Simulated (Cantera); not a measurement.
Input: 1 mol SiH2Cl2, 46 mol N2, held at 75.0 Torr.

Method: chemical equilibrium by Gibbs-energy minimisation in Cantera with the NASA 1993 tables (ideal gas, pure condensed phases). Candidate condensed phases: NH4Cl, Si, Si3N4; 28 gas species. N2 is the only nitrogen source here; it is nearly inert below about 1500 K, so the nitride shown seldom forms there in practice. Rates play no part.

### Question
Which condensed phases are stable at each of these points (T (K)): 1348, 1423, 1498, 1573, 1648, 1723, 1798, 1873, 1948, 2023?

### Answer
```csv
T (K),condensed phases,Si condensed (%)
1348,Si3N4(s),86.4
1423,Si3N4(s),83.6
1498,Si3N4(s),77.7
1573,Si3N4(s),68.8
1648,Si3N4(s),58.6
1723,Si3N4(s),48.5
1798,Si3N4(s),39.3
1873,Si3N4(s),31.2
1948,Si3N4(s),23.4
2023,Si(l),20.6
```

From 1348 K to 1948 K the condensed part is Si3N4(s). At 2023 K the condensed part is Si(l).
